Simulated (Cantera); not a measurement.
Feed: 1 mol B2O3, 16 mol N2, at 2127 °C and 13300 Pa.

Equilibrium computed with Cantera from the NASA thermochemical tables; the gas is ideal and each condensed phase is pure. Candidate condensed phases: B, BN, B2O3; 17 gas species. Kinetics and transport are ignored.

Base state: N2 0.936, B2O3 0.0535, BO 0.00519, BO2 0.00446, NO 0.000319, B2O2 0.000218, O 0.000167, O2 4.92e-5 (mole fractions); condensed: gas only.

Task: What changes in the equilibrium state with this change: B2O3 replaced by B2H6?

Result: 
```csv
species,before,after
N2,0.936,0.826
H2,0,0.156
H,0,0.0172
B2O3,0.0535,0
BH2,0,0.000192
BO,0.00519,0
BO2,0.00446,0
"BN(s), mol",0,1.99
```
The feed counts by its element totals alone. The tables' values for BH2 are old estimates; treat these amounts as uncertain.

Task: What changes in the equilibrium state with this change: pressure from 13300 Pa to 1000 Pa?

Result: 
| species | before | after |
|---|---|---|
| N2 | 0.936 | 0.923 |
| B2O3 | 0.0535 | 0.0417 |
| BO | 0.00519 | 0.0190 |
| BO2 | 0.00446 | 0.0127 |
| O | 0.000167 | 0.00172 |
| O2 | 4.92e-5 | 0.000393 |
| NO | 0.000319 | 0.000897 |
| B2O2 | 0.000218 | 0.000219 |
